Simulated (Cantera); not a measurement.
Cantera with NASA thermochemical tables; ideal gases at 1 bar, condensed phases pure. Values are per mole of reaction as written; species without (g) are pure solids or liquids, kept so even where they would boil at 1 bar.

**Question.** Between 1175 and 1975 K, where is each reaction favourable under standard conditions?
- 9 MgF₂ + 6 NO₂(g) → O₃(g) + 9 MgO + 6 NF₃(g)

**Answer.** 
- 9 MgF₂ + 6 NO₂(g) → O₃(g) + 9 MgO + 6 NF₃(g): ΔG° is 3788 kJ at 1175 K and 3939 kJ at 1975 K; it stays positive (K < 1). ΔH° is 3209 kJ and ΔS° -370 J/K at 1975 K.
